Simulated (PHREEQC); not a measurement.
Consider water at 40 °C with 3.6 mmol/kgw H2SO4 and 32 mmol/kgw KH2PO4. Closed to the air; pH follows from the charge balance.

Computed with PHREEQC (ion-association model, phreeqc.dat).

| quantity | before | after |
|---|---|---|
| pH | 2.87 | 3.74 |
| ionic strength (mol/kgw) | 0.0361 | 0.0414 |
| H2PO4- (mol/kgw) | 0.0267 | 0.0302 |
| HPO4-2 (mol/kgw) | 2.23e-6 | 1.95e-5 |

Question: Which change was made?
A. KH2PO4 replaced by Na3PO4 at the same molality
B. H2SO4 replaced by Na2SO4 at the same molality
C. H2SO4 replaced by (NH4)2SO4 at the same molality
D. 0.0031 mol/kgw Ca(HCO3)2 added

Answer: D, 0.0031 mol/kgw Ca(HCO3)2 added

This is a speciation only: nothing precipitates in the calculation. Away from 25 °C the constants follow the database's enthalpies or fits; those with neither stay at their 25 °C values.
